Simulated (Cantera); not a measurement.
An isothermal, constant-pressure homogeneous reactor starts with 1.75 % CH₄, 98.2 % H₂, at 1575 K and 760 Torr.

Computed with Cantera and GRI-Mech 3.0 (53 species, 325 reactions). GRI-Mech 3.0 stops at C3 and has no aromatics, soot or wall deposition, so with more carbon than oxygen in the feed, carbon stays in small species such as C2H2 where larger ones or solid carbon would form.

x: mole fraction; the columns are a selection and need not sum to one.

```
t (s)      x CH₄   x H₂    x CH₃      x H    x C₂H₂
--------  ------  -----  -------  -------  --------
0.000200  0.0175  0.982  3.79e-6  1.04e-5  1.40e-11
0.000511  0.0175  0.982  8.58e-6  2.37e-5       ___
0.00130   0.0175  0.982  1.36e-5  3.77e-5       ___
0.00333   0.0175  0.982  1.45e-5  4.02e-5       ___
0.00850   0.0175  0.982  1.45e-5  4.02e-5       ___
0.0217    0.0174  0.982  1.45e-5  4.02e-5       ___
0.0554    0.0173  0.983  1.44e-5  4.03e-5       ___
0.141     0.0169  0.983  1.41e-5  4.04e-5       ___
0.361     0.0162  0.983  1.36e-5  4.06e-5       ___
0.922     0.0151  0.984  1.28e-5  4.10e-5       ___
2.35      0.0144  0.984  1.23e-5  4.12e-5   0.00133
6.01      0.0144  0.984  1.22e-5  4.12e-5   0.00137
15.3      0.0144  0.984  1.22e-5  4.12e-5   0.00137
39.2      0.0144  0.984  1.22e-5  4.12e-5   0.00137
100       0.0144  0.984  1.22e-5  4.12e-5   0.00137
```

What belongs in the gaps?


- 0.000511, x C₂H₂: 1.26e-9
- 0.00130, x C₂H₂: 8.55e-8
- 0.00333, x C₂H₂: 1.51e-6
- 0.00850, x C₂H₂: 9.76e-6
- 0.0217, x C₂H₂: 3.66e-5
- 0.0554, x C₂H₂: 0.000104
- 0.141, x C₂H₂: 0.000262
- 0.361, x C₂H₂: 0.000580
- 0.922, x C₂H₂: 0.00104
